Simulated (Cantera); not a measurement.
A closed system holds: 1 mol Si2H6, a varied amount of O3, 58 mol N2, equilibrated at 750 K and 10000 Pa.

Cantera equilibrium calculation (NASA polynomials, part measured and part estimated; ideal gas, pure solids and liquids). Candidate condensed phases: H2O, Si, SiO2, Si2N2O, Si3N4; 35 gas species. The feed counts by its element totals alone. N2 is the only nitrogen source here; it is nearly inert below about 1500 K, so the nitride shown seldom forms there in practice. Rates play no part.

Which condensed phases are stable at each of these points (n(O3) (mol)): 0.13, 0.2, 0.27, 0.34, 0.41, 0.48, 0.55, 0.62?


```csv
n(O3) (mol),condensed phases,Si condensed (%)
0.13,Si2N2O(s) + Si3N4(s),100.0
0.2,Si2N2O(s) + Si3N4(s),100.0
0.27,Si2N2O(s) + Si3N4(s),100.0
0.34,SiO2(α-quartz) + Si2N2O(s),100.0
0.41,SiO2(α-quartz) + Si2N2O(s),100.0
0.48,SiO2(α-quartz) + Si2N2O(s),100.0
0.55,SiO2(α-quartz) + Si2N2O(s),100.0
0.62,SiO2(α-quartz) + Si2N2O(s),100.0
```

From 0.13 mol O3 to 0.27 mol O3 the condensed part is Si2N2O(s) + Si3N4(s). From 0.34 mol O3 to 0.62 mol O3 the condensed part is SiO2(α-quartz) + Si2N2O(s).
